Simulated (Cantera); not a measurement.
Feed: 1 mol CCl₄, at 1.40e-5 bar.

Cantera equilibrium calculation (NASA polynomials, part measured and part estimated; ideal gas, pure solids and liquids). Candidate condensed phases: C; 14 gas species. Equilibrium is a limit: real reactors are often held back by kinetics, nucleation or transport.

Problem. At 2725 °C, list the 4 most abundant gas species with their mole fractions, and the condensed phases.

Solution. Cl 0.809, C 0.182, C₂ 0.00581, C₃ 0.00293. Condensed: gas only.
